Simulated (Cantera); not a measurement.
Feed: 1 mol Al2O3, 1.7 mol HCl, 38 mol H2, equilibrated at 13.3 mbar.

Equilibrium computed with Cantera from the NASA thermochemical tables; the gas is ideal and each condensed phase is pure. Candidate condensed phases: Al, AlCl3, Al2O3, H2O; 29 gas species. The tables' values for AlCl2 are old estimates; treat these amounts as uncertain. Kinetics and transport are ignored.

log p: log10 of the partial pressure in bar; n: condensed amount in mol.

```
T (K)  log p H2  log p HCl     log p H   log p H2O  log p AlCl    log p Cl  n Al2O3(s)
-----  --------  ---------  ----------  ----------  ----------  ----------  ----------
1348      -1.89      -3.24       -6.58       -6.30       -7.70       -8.01       1.000
1398      -1.89      -3.24       -6.27       -6.19       -7.19       -7.71       0.999
1448      -1.89      -3.24       -5.98       -6.06       -6.75       -7.42       0.999
1498      -1.89      -3.24       -5.71       -5.91       -6.39       -7.16       0.999
1548      -1.89      -3.25       -5.46       -5.74       -6.10       -6.91       0.998
1598      -1.89      -3.25       -5.22       -5.56       -5.85       -6.67       0.997
1648      -1.89      -3.25       -5.00       -5.38       -5.63       -6.46       0.996
1698      -1.89      -3.25  (withheld)  (withheld)  (withheld)  (withheld)       0.994
1748      -1.90      -3.25       -4.59       -5.05       -5.26       -6.06       0.991
1798      -1.90      -3.25  (withheld)  (withheld)  (withheld)  (withheld)       0.987
1848      -1.90      -3.26       -4.22       -4.75       -4.94       -5.70       0.982
1898      -1.90      -3.26       -4.06       -4.61       -4.80       -5.54       0.975
```

Complete the blanks.


- 1698, log p H: -4.79
- 1698, log p H2O: -5.21
- 1698, log p AlCl: -5.44
- 1698, log p Cl: -6.25
- 1798, log p H: -4.40
- 1798, log p H2O: -4.90
- 1798, log p AlCl: -5.10
- 1798, log p Cl: -5.87
